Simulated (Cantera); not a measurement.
Charge: 1 mol Cr, 6.2 mol O₂, 30 mol H₂, at 1577 °C and 133 Pa.

These are equilibrium values from Cantera (NASA tables, ideal gas, pure condensed phases), not measurements of a reactor. Candidate condensed phases: Cr, Cr₂O₃, H₂O; 13 gas species. Rates play no part.

Base state: H₂ 0.627, H₂O 0.361, H 0.0117, OH 0.000497, Cr 0.000230, CrO 7.44e-5, CrO₂ 1.63e-5 (mole fractions); condensed: Cr₂O₃(s).

**Question.** What changes in the equilibrium state with this change: Cr replaced by Ta(OEt)₅?

**Answer.** 
```
species          before    after
-------------  --------  -------
H₂                0.627    0.711
CO                    0    0.184
H₂O               0.361   0.0870
H                0.0117   0.0124
Cr             0.000230        0
CO₂                   0  0.00560
CrO             7.44e-5        0
CrO₂            1.63e-5        0
Cr₂O₃(s), mol     0.495        0
Ta₂O₅(s), mol         0    0.500
```
The feed counts by its element totals alone. Further candidate phases: C, C₆H₆, C₇H₈, C₈H₁₈, Ta, TaC, Ta₂O₅.
